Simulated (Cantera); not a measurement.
A closed system holds: 1 mol B, 0.8 mol O2, 11 mol H2, at 6900 Pa.

Equilibrium computed with Cantera from the NASA thermochemical tables; the gas is ideal and each condensed phase is pure. Candidate condensed phases: B, B2O3, B3O3H3, H2O; 23 gas species. Gases not in the tables: H3BO3. Kinetics and transport are ignored.

log p: log10 of the partial pressure in bar; n: condensed amount in mol.

| T (K) | log p H2 | log p HBO2 | log p HBO | log p B2O3 | n B2O3(l) |
|---|---|---|---|---|---|
| 998 | -1.17 | -6.20 | -9.47 | -11.52 | 0.500 |
| 1073 | -1.17 | … | … | … | 0.500 |
| 1148 | -1.17 | … | … | … | 0.499 |
| 1223 | -1.17 | -4.55 | -6.68 | -7.72 | 0.498 |
| 1298 | -1.17 | -4.14 | -5.97 | -6.75 | 0.494 |
| 1373 | -1.17 | -3.78 | -5.32 | -5.90 | 0.486 |
| 1448 | -1.17 | -3.49 | -4.73 | -5.14 | 0.471 |
| 1523 | -1.17 | -3.24 | -4.18 | -4.46 | 0.443 |
| 1598 | -1.17 | -3.04 | -3.67 | -3.85 | 0.386 |
| 1673 | -1.18 | -2.85 | -3.23 | -3.29 | 0.247 |
| 1748 | -1.19 | -2.68 | -2.93 | -2.90 | 0 |
| 1823 | -1.19 | -2.67 | -2.89 | -2.93 | 0 |
| 1898 | -1.20 | -2.67 | -2.85 | -2.96 | 0 |

Problem. What belongs in the gaps?

Solution. 
- 1148, log p HBO2: -5.02
- 1148, log p HBO: -7.49
- 1148, log p B2O3: -8.81
- 1073, log p HBO2: -5.57
- 1073, log p HBO: -8.41
- 1073, log p B2O3: -10.06
